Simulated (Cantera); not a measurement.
Equilibrium for silicon nitride deposition: SiCl4 + NH3 + H2

Input: 1 mol SiCl4, 0.34 mol NH3, 26 mol H2, held at 1602 °C and 1.73 Torr.

Cantera equilibrium calculation (NASA polynomials, part measured and part estimated; ideal gas, pure solids and liquids). Candidate condensed phases: NH4Cl, Si, Si3N4; 28 gas species. The tables' values for SiCl, SiCl3 are old estimates; treat these amounts as uncertain. Gases not in the tables: Si2H6 and higher silanes. The numbers say what is thermodynamically allowed, not how fast it happens.

```
Property        Value
----------  ---------
x(H2)           0.864
x(HCl)         0.0869
x(SiCl2)       0.0244
x(H)           0.0127
x(N2)         0.00585
x(Si)         0.00394
x(SiCl)      0.000997
x(Cl)        0.000968
x(SiH)       0.000163
n(Si(l))    0.138 mol
gas amount  29.01 mol
```
